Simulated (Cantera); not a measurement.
# Diamond growth

A diamond (100) surface in a fixed gas of H2 with x(CH4) = 0.0044, x(H) = 0.009, x(CH3) = 1.9e-05, at 1000 K; coverages are run to steady state.

Cantera simulation using the Harris–Goodwin 1993 mechanism for the reconstructed diamond (100) surface; the numbers are that mechanism's predictions, not measurements.

```tsv
P (Pa)	growth (µm/h)	θ c6HH	θ c6H*	θ c6*H	θ c6**	θ c6HM
880	0.0794	0.596	0.0183	0.374	0.00974	0.00103
1300	0.121	0.596	0.0183	0.374	0.00974	0.00106
1900	0.182	0.596	0.0183	0.374	0.00974	0.00109
2900	0.282	0.596	0.0183	0.374	0.00974	0.00111
4200	0.413	0.596	0.0184	0.374	0.00975	0.00112
6300	0.625	0.596	0.0184	0.374	0.00975	0.00113
9300	0.927	0.596	0.0185	0.374	0.00976	0.00114
14000	1.40	0.596	0.0185	0.374	0.00977	0.00114
```
θ: site fractions in the mechanism's names (c6HH fully hydrogenated, c6H* and c6*H radical sites, c6** diradical, c6HM methylated).
